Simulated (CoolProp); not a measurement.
n-butane along the isotherm 575 K: density (kg/m³) from the reference equation and from simpler models built on Tc = 425.1 K, pc = 3.796 MPa, ω = 0.201; each cubic takes its own stable root.

The numbers come from the reference Helmholtz-energy equation of state, Bücker 2006 in CoolProp.

```
p (MPa)          phase  reference
-------  -------------  ---------
0.0379             gas     0.4613
0.0779             gas     0.9492
0.16               gas      1.954
0.329              gas      4.039
0.675              gas      8.374
1.39               gas      17.63
2.85               gas      37.93
5.84     supercritical      86.14
12       supercritical      201.8
```

Question: How far does each simpler model (ideal gas, van der Waals, Redlich-Kwong, Soave-Redlich-Kwong, Peng-Robinson) lie from the reference over these 9 states: mean and median of the absolute difference, and the worst?

Answer: 
- ideal gas: mean 6.9 %, median 2.0 %, worst -27.7 % at 575 K and 12 MPa
- van der Waals: mean 2.1 %, median 0.5 %, worst +7.8 % at 575 K and 5.84 MPa
- Redlich-Kwong: mean 1.1 %, median 0.4 %, worst +3.6 % at 575 K and 5.84 MPa
- Soave-Redlich-Kwong: mean 1.1 %, median 0.1 %, worst -7.3 % at 575 K and 12 MPa
- Peng-Robinson: mean 0.7 %, median 0.5 %, worst +1.6 % at 575 K and 5.84 MPa
